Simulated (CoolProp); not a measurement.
The fluid at 399.45 K and 0.209 MPa is compressed adiabatically to 0.716 MPa with isentropic efficiency 0.8. The same conditions are run with several fluids, on thermodynamics alone (safety and materials aside).

Values from CoolProp's reference Helmholtz-energy equation of state of each fluid (methanol: de Reuck 1993; nitrogen: Span 2000; R1336mzz(Z): McLinden 2020; R134a: Tillner-Roth 1994; R245ca: Zhou 2016).

Q: Rank methanol, nitrogen, R1336mzz(Z), R134a, R245ca by work (kJ/kg), highest first.

A: nitrogen (219), methanol (170), R134a (51.5), R245ca (37.7), R1336mzz(Z) (30.1)

| fluid | final temperature (K) | final density (kg/m³) |
|---|---|---|
| methanol | 499.6 | 5.70 |
| nitrogen | 606.0 | 3.97 |
| R1336mzz(Z) | 434.0 | 36.3 |
| R134a | 451.4 | 20.1 |
| R245ca | 437.3 | 28.5 |
